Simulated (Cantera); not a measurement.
Source: NASA polynomial tables (part measured, part estimated), evaluated in Cantera. Values are per mole of reaction as written; species without (g) are pure solids or liquids, kept so even where they would boil at 1 bar.

Problem. Between 2075 and 2325 K, where is each reaction favourable under standard conditions?
- 6 F(g) + 2 BCl₃(g) → 2 BF₃(g) + 3 Cl₂(g)

Solution. 
- 6 F(g) + 2 BCl₃(g) → 2 BF₃(g) + 3 Cl₂(g): ΔG° is -1121 kJ at 2075 K and -1016 kJ at 2325 K; it stays negative (K > 1). ΔH° is -1989 kJ and ΔS° -418 J/K at 2325 K.
